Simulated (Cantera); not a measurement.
Feed: 1 mol SiH4, 16 mol CO2, 54 mol H2, 35 mol N2O, at 227 °C and 75.0 Torr.

Equilibrium computed with Cantera from the NASA thermochemical tables; the gas is ideal and each condensed phase is pure. Candidate condensed phases: C, C6H6, C7H8, C8H18, H2O, Si, SiC, SiO2, Si2N2O, Si3N4; 151 gas species. Equilibrium is a limit: real reactors are often held back by kinetics, nucleation or transport.

Base state: H2O 0.452, N2 0.363, CO2 0.111, CH4 0.0549, H2 0.0188, NH3 4.93e-5, CO 3.37e-5 (mole fractions); condensed: SiO2(α-quartz).

### Question
What changes in the equilibrium state with this change: pressure from 75.0 Torr to 0.0525 Torr?

### Answer
```tsv
species	before	after
N2	0.363	0.328
H2O	0.452	0.312
H2	0.0188	0.210
CH4	0.0549	0.00117
CO2	0.111	0.148
NH3	4.93e-5	1.22e-6
CO	3.37e-5	0.000726
SiO2(α-quartz), mol	1.00	1.00
```
